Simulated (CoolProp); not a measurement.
Vapour pressure (bar) of dimethyl carbonate: the reference equation beside estimates from Tc = 557.0 K, pc = 49.09 bar, ω = 0.346. Clausius-Clapeyron is anchored at 419.3 K with a constant enthalpy of vaporisation of 30.01 kJ/mol.

The numbers come from the reference Helmholtz-energy equation of state, Zhou 2011 in CoolProp.

| T (K) | reference | Lee-Kesler | Clausius-Clapeyron | van der Waals | Redlich-Kwong | Soave-Redlich-Kwong | Peng-Robinson |
|---|---|---|---|---|---|---|---|
| 385.1 | 1.940 | 1.935 | 2.135 | 9.235 | 3.863 | 1.934 | 1.934 |
| 396.5 | 2.634 | [?] | 2.795 | 10.71 | 4.938 | 2.642 | 2.633 |
| 407.9 | 3.506 | 3.540 | 3.605 | 12.34 | 6.212 | 3.538 | 3.515 |
| 419.3 | 4.586 | 4.650 | 4.586 | 14.12 | 7.703 | 4.652 | [?] |
| 430.7 | 5.902 | 6.005 | 5.759 | 16.05 | 9.431 | 6.018 | 5.952 |
| 442 | 7.473 | 7.622 | 7.135 | 18.12 | [?] | 7.653 | 7.559 |
| 453.4 | 9.361 | 9.562 | 8.761 | [?] | 13.64 | 9.623 | 9.496 |
| 464.8 | [?] | 11.85 | 10.65 | 22.81 | 16.18 | 11.95 | 11.79 |
| 476.2 | 14.20 | 14.52 | 12.83 | 25.41 | 19.01 | 14.68 | [?] |
| 487.6 | 17.24 | 17.62 | 15.31 | 28.18 | 22.17 | 17.84 | 17.61 |
| 499 | 20.76 | 21.19 | 18.13 | 31.14 | 25.66 | 21.49 | 21.23 |
| 510.4 | 24.81 | 25.30 | 21.31 | 34.28 | 29.49 | 25.66 | 25.39 |

Task: What belongs in the gaps?

Result: 
- 396.5, Lee-Kesler: 2.645
- 419.3, Peng-Robinson: 4.610
- 442, Redlich-Kwong: 11.39
- 453.4, van der Waals: 20.38
- 464.8, reference: 11.59
- 476.2, Peng-Robinson: 14.48

Absolute difference from the reference over all 12 rows, mean and median: Lee-Kesler 1.6 and 2.0 %, Clausius-Clapeyron 7.3 and 7.3 %, van der Waals 158.5 and 130.1 %, Redlich-Kwong 52.9 and 49.1 %, Soave-Redlich-Kwong 2.3 and 2.6 %, Peng-Robinson 1.3 and 1.3 %.
